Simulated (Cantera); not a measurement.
A perfectly stirred reactor is fed with 3.99 % CH4, 0.519 % H2, 20.1 % O2, 75.4 % N2, equivalence ratio 0.41, at 1350 Torr; it is adiabatic with a 723 K inlet, and is followed from long to short residence time, starting on the burning branch (τ in s: 0.21, 0.1, 0.048, 0.023, 0.011, 0.005, 0.0024, 0.0011, 0.00053, 0.00025, 0.00012, 5.5e-05, 2.6e-05).

Cantera simulation using GRI-Mech 3.0 (53 species, 325 reactions); the numbers are that mechanism's predictions, not measurements.

**Question.** Predict: blow-out, bracketed by the residence times tried; x(CH4) at τ = 0.210 s; x(H2) at τ = 0.210 s; x(O2) at τ = 0.210 s; x(CH2O) at τ = 0.210 s; x(CH2) at τ = 0.210 s; x(CH4) at τ = 2.40 ms; x(H2) at τ = 2.40 ms; x(O2) at τ = 2.40 ms; x(CH2O) at τ = 2.40 ms; x(CH2) at τ = 2.40 ms.

**Answer.** blow-out, bracketed by the residence times tried: burning at 0.250 ms, out at 0.120 ms
x(CH4) at τ = 0.210 s: 6.85e-6
x(H2) at τ = 0.210 s: 1.41e-5
x(O2) at τ = 0.210 s: 0.119
x(CH2O) at τ = 0.210 s: 5.97e-7
x(CH2) at τ = 0.210 s: 5.45e-9
x(CH4) at τ = 2.40 ms: 0.000128
x(H2) at τ = 2.40 ms: 0.000269
x(O2) at τ = 2.40 ms: 0.120
x(CH2O) at τ = 2.40 ms: 1.39e-5
x(CH2) at τ = 2.40 ms: 2.60e-7
